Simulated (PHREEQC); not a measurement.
## Brackish or sea water

Synthetic water in mg/kgw, 25 °C, pH 6.31:

| constituent | mg/kgw |
|---|---|
| Na | 8390 |
| K | 551 |
| Ca | 115 |
| Mg | 987 |
| Cl | 11700 |
| S(6) as SO4 | 7150 |
| Alkalinity as HCO3 | 9.37 |
| Mn(2) | 2.86 |

Valence states are taken as typed.

The numbers come from PHREEQC with the ion-association model, phreeqc.dat.

Precipitation was switched off in this run.

### Question
What ionic strength, specific conductance does the model give?

### Answer
ionic strength 0.497 mol/kgw; specific conductance 36300 µS/cm.

### Question
In which forms is Mg present?

### Answer
Mg+2 65 %, MgSO4 35 % of the Mg.

Species that the database lacks are ignored.
